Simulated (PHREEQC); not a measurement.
Solution (14 °C): 0.0027 mol/kgw (NH4)2CO3. Closed to the air; pH follows from the charge balance.

Model: ion-association model, wateq4f.dat, run in PHREEQC.

Precipitation was switched off in this run.

Estimate the pH.

pH 9.51.

In which forms is C present?

HCO3- 88 %, CO3-2 12 % of the C.

Species that the database lacks are ignored. At this temperature some constants are extrapolated from 25 °C, and those without enthalpy data are left unchanged.
